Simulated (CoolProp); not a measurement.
R11 at 293.15 K and 0.0255 MPa flows at 0.33 m/s in a round tube of 20 mm bore and 0.25 µm roughness, fully developed (64/Re and Nu = 3.66 if laminar; Colebrook and Gnielinski if turbulent). Each further row changes one setting.

Model: reference Helmholtz-energy equation of state, Jacobsen 1992, in CoolProp.

```
case               Reynolds number  Darcy friction factor  pressure drop (Pa/m)  heat-transfer coefficient (W/(m² K))  mass flow (kg/h)
-----------------  ---------------  ---------------------  --------------------  ------------------------------------  ----------------
as stated                      951                 0.0673                 0.266                                  1.50             0.541
velocity 0.66 m/s             1900                 0.0337                 0.532                                  1.50              1.08
diameter 40 mm                1900                 0.0337                0.0664                                 0.751              2.17
```

Viscosity comes from a separate model (Klein 1997), an estimate that may be off by 10 % or more. Thermal conductivity comes from a separate model (McLinden 2000), an estimate that may be off by 10 % or more.
